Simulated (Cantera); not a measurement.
A perfectly stirred reactor is fed with 3.75 % CH4, 12.9 % O2, 82.9 % N2, 0.357 % H2O, equivalence ratio 0.58, at 173 Torr; it is adiabatic with a 523 K inlet, and is followed from long to short residence time, starting on the burning branch (τ in s: 0.12, 0.055, 0.024, 0.011, 0.0049, 0.0022, 0.00097, 0.00043, 0.00019, 8.6e-05, 3.8e-05, 1.7e-05, 7.7e-06).

Detailed kinetics in Cantera: GRI-Mech 3.0 (53 species, 325 reactions).

Q: Predict: blow-out, bracketed by the residence times tried; x(CH4) at τ = 0.120 s; x(O2) at τ = 0.120 s; x(HCN) at τ = 0.120 s; x(CH2O) at τ = 0.120 s; x(CH4) at τ = 0.970 ms; x(O2) at τ = 0.970 ms.

A: 
| Item | Result |
|---|---|
| blow-out, bracketed by the residence times tried | burning at 4.90 ms, out at 2.20 ms |
| x(CH4) at τ = 0.120 s | 4.43e-5 |
| x(O2) at τ = 0.120 s | 0.0547 |
| x(HCN) at τ = 0.120 s | 1.98e-9 |
| x(CH2O) at τ = 0.120 s | 3.53e-6 |
| x(CH4) at τ = 0.970 ms | 0.0375 |
| x(O2) at τ = 0.970 ms | 0.129 |
